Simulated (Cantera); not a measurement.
A freely propagating, adiabatic, planar premixed flame of 37.1 % H₂, 13.2 % O₂, 49.7 % N₂, equivalence ratio 1.4, unburnt at 450 K and 0.133 bar; multicomponent+Soret transport, grid criteria slope 0.08 and curve 0.16, no radiation.

Detailed kinetics in Cantera: the H2/O2 subset of GRI-Mech 3.0, which has no nitrogen chemistry. Burning velocities carry a grid error of a few per cent, more on coarse grids.

Problem. Predict: laminar burning velocity; thermal thickness; peak x(OH); peak x(H); peak x(H₂O₂); peak x(HO₂).

Solution. 
```
Quantity                     Value
------------------------  --------
laminar burning velocity  397 cm/s
thermal thickness          5.63 mm
peak x(OH)                  0.0117
peak x(H)                    0.111
peak x(H₂O₂)               6.98e-6
peak x(HO₂)                8.69e-5
```
